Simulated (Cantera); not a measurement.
Input: 1 mol TiCl4, 0.26 mol CH4, at 1.00 Torr.

Equilibrium computed with Cantera from the NASA thermochemical tables; the gas is ideal and each condensed phase is pure. Candidate condensed phases: C, C6H6, C7H8, C8H18, Ti, TiC, TiCl2, TiCl3, TiCl4; 96 gas species. The tables' values for TiCl2 are old estimates; treat these amounts as uncertain. TiC: taken at fixed stoichiometry. Kinetics and transport are ignored. All values below are at 1275 °C.

Base state: HCl 0.490, TiCl3 0.378, TiCl4 0.105, H2 0.0219, TiCl2 0.00323, Cl 0.00223, H 0.000125 (mole fractions); condensed: C(graphite) + TiC(s).

What changes in the equilibrium state with this change: CH4 from 0.26 to 5 mol?


```json
[
 {"species": "H2", "before": "0.0219", "after": "0.668"},
 {"species": "HCl", "before": "0.490", "after": "0.331"},
 {"species": "TiCl3", "before": "0.378", "after": "0.000693"},
 {"species": "TiCl4", "before": "0.105", "after": "2.34e-5"},
 {"species": "TiCl2", "before": "0.00323", "after": "4.84e-5"},
 {"species": "C2H2 (acetylene)", "before": "3.43e-7", "after": "1.05e-5"},
 {"species": "Cl", "before": "0.00223", "after": "0.000273"},
 {"species": "H", "before": "0.000125", "after": "0.000689"},
 {"species": "C(graphite), mol", "before": "0.208", "after": "4.01"},
 {"species": "TiC(s), mol", "before": "0.0521", "after": "0.991"}
]
```
